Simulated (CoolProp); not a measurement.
Vapour-liquid equilibrium of n-octane (1) + m-xylene (2) at 228.05 °C; x and y are mole fractions of (1).

Model: multi-fluid Helmholtz-energy mixture model, Beckmüller 2019 and Zhou 2012; pair parameters Bell 2016, in CoolProp.

```json
[
 {"x": "0.05", "bubble pressure (MPa)": "0.6993", "y at the bubble point": "0.065", "dew pressure at overall composition x (MPa)": "0.6962", "liquid density (mol/L)": "6.057"},
 {"x": "0.125", "bubble pressure (MPa)": "0.7188", "y at the bubble point": "0.156", "dew pressure at overall composition x (MPa)": "0.7121", "liquid density (mol/L)": "5.889"},
 {"x": "0.2", "bubble pressure (MPa)": "0.7376", "y at the bubble point": "0.243", "dew pressure at overall composition x (MPa)": "0.7282", "liquid density (mol/L)": "5.727"},
 {"x": "0.275", "bubble pressure (MPa)": "0.7557", "y at the bubble point": "0.325", "dew pressure at overall composition x (MPa)": "0.7446", "liquid density (mol/L)": "5.571"},
 {"x": "0.35", "bubble pressure (MPa)": "0.7733", "y at the bubble point": "0.404", "dew pressure at overall composition x (MPa)": "0.7613", "liquid density (mol/L)": "5.420"},
 {"x": "0.425", "bubble pressure (MPa)": "0.7903", "y at the bubble point": "0.479", "dew pressure at overall composition x (MPa)": "0.7781", "liquid density (mol/L)": "5.275"},
 {"x": "0.5", "bubble pressure (MPa)": "0.8068", "y at the bubble point": "0.552", "dew pressure at overall composition x (MPa)": "0.7950", "liquid density (mol/L)": "5.134"},
 {"x": "0.575", "bubble pressure (MPa)": "0.8228", "y at the bubble point": "0.623", "dew pressure at overall composition x (MPa)": "0.8120", "liquid density (mol/L)": "4.998"},
 {"x": "0.65", "bubble pressure (MPa)": "0.8384", "y at the bubble point": "0.692", "dew pressure at overall composition x (MPa)": "0.8290", "liquid density (mol/L)": "4.867"},
 {"x": "0.725", "bubble pressure (MPa)": "0.8535", "y at the bubble point": "0.759", "dew pressure at overall composition x (MPa)": "0.8458", "liquid density (mol/L)": "4.740"},
 {"x": "0.8", "bubble pressure (MPa)": "0.8682", "y at the bubble point": "0.826", "dew pressure at overall composition x (MPa)": "0.8625", "liquid density (mol/L)": "4.617"},
 {"x": "0.875", "bubble pressure (MPa)": "0.8825", "y at the bubble point": "0.892", "dew pressure at overall composition x (MPa)": "0.8789", "liquid density (mol/L)": "4.498"},
 {"x": "0.95", "bubble pressure (MPa)": "0.8964", "y at the bubble point": "0.957", "dew pressure at overall composition x (MPa)": "0.8950", "liquid density (mol/L)": "4.383"}
]
```

No azeotrope shows between x = 0.05 and 0.95.

Pair parameters are fitted to limited data, so mixtures are less certain than the pure fluids.
